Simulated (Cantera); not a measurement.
A closed system holds: 1 mol Si, 21 mol HBr, 0.52 mol H2, at 752 °C.

Equilibrium computed with Cantera from the NASA thermochemical tables; the gas is ideal and each condensed phase is pure. Candidate condensed phases: Br2, Si; 19 gas species. The tables' values for SiBr3 are old estimates; treat these amounts as uncertain. The numbers say what is thermodynamically allowed, not how fast it happens.

x: gas mole fraction; nothing condenses.

```json
[
 {"P (Pa)": "1", "x HBr": "0.828", "x H2": "0.119", "x SiBr4": "0.0425", "x SiBr2": "(withheld)", "x Br": "0.00457"},
 {"P (Pa)": "4.20", "x HBr": "0.827", "x H2": "0.122", "x SiBr4": "0.0467", "x SiBr2": "(withheld)", "x Br": "0.00220"},
 {"P (Pa)": "18", "x HBr": "0.828", "x H2": "0.123", "x SiBr4": "0.0481", "x SiBr2": "(withheld)", "x Br": "0.00106"},
 {"P (Pa)": "75", "x HBr": "0.828", "x H2": "0.123", "x SiBr4": "0.0485", "x SiBr2": "(withheld)", "x Br": "0.000519"},
 {"P (Pa)": "320", "x HBr": "0.828", "x H2": "0.123", "x SiBr4": "0.0486", "x SiBr2": "(withheld)", "x Br": "0.000251"},
 {"P (Pa)": "1300", "x HBr": "0.828", "x H2": "0.123", "x SiBr4": "0.0487", "x SiBr2": "(withheld)", "x Br": "0.000125"},
 {"P (Pa)": "5600", "x HBr": "0.828", "x H2": "0.123", "x SiBr4": "0.0487", "x SiBr2": "(withheld)", "x Br": "6.01e-5"},
 {"P (Pa)": "24000", "x HBr": "0.828", "x H2": "0.123", "x SiBr4": "0.0487", "x SiBr2": "(withheld)", "x Br": "2.90e-5"},
 {"P (Pa)": "100000", "x HBr": "0.828", "x H2": "0.123", "x SiBr4": "0.0487", "x SiBr2": "(withheld)", "x Br": "1.42e-5"}
]
```

Task: Fill in the missing entries.

Result: 
- 1, x SiBr2: 0.00480
- 4.20, x SiBr2: 0.00129
- 18, x SiBr2: 0.000311
- 75, x SiBr2: 7.54e-5
- 320, x SiBr2: 1.77e-5
- 1300, x SiBr2: 4.36e-6
- 5600, x SiBr2: 1.01e-6
- 24000, x SiBr2: 2.36e-7
- 100000, x SiBr2: 5.67e-8
